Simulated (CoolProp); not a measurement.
The fluoroketone C6F12O (FK-5-1-12) along the isotherm 226.85 °C: Z from the reference equation and from simpler models built on Tc = 168.7 °C, pc = 1.869 MPa, ω = 0.471; each cubic takes its own stable root.

Values from CoolProp's reference Helmholtz-energy equation of state, McLinden 2015.

```tsv
p (MPa)	phase	reference	Redlich-Kwong	Peng-Robinson
0.00887	gas	0.9990	0.9989	0.9988
0.015	gas	0.9982	0.9981	0.9981
0.0252	gas	0.9970	0.9968	0.9967
0.0426	gas	0.9950	0.9946	0.9945
0.0719	gas	0.9915	0.9908	0.9907
0.121	gas	0.9857	0.9845	0.9843
0.205	gas	0.9757	0.9737	0.9733
0.346	gas	0.9589	0.9551	0.9547
0.583	gas	0.9302	0.9232	0.9233
0.984	gas	0.8801	0.8666	0.8692
1.66	gas	0.7899	0.7623	0.7761
2.8	supercritical	0.6248	0.5616	0.6245
```
